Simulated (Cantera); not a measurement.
An isothermal, constant-pressure homogeneous reactor starts with 5.56 % NO, 94.4 % N₂, at 1823 K and 24.8 Torr.

Detailed kinetics in Cantera: GRI-Mech 3.0 (53 species, 325 reactions). Radical loss at walls, strong at low pressure, is not modelled.

### Question
Predict: x(NO) at 30.0 s; x(NO₂) at 30.0 s; x(N₂) at 30.0 s; x(N₂O) at 30.0 s; x(O) at 30.0 s.

### Answer
* **x(NO) at 30.0 s**: 0.0518 (gas-phase equilibrium 0.00179)
* **x(NO₂) at 30.0 s**: 2.34e-6 (gas-phase equilibrium 2.77e-7)
* **x(N₂) at 30.0 s**: 0.946 (gas-phase equilibrium 0.971)
* **x(N₂O) at 30.0 s**: 1.07e-6 (gas-phase equilibrium 2.07e-8)
* **x(O) at 30.0 s**: 4.34e-5 (gas-phase equilibrium 0.000137)
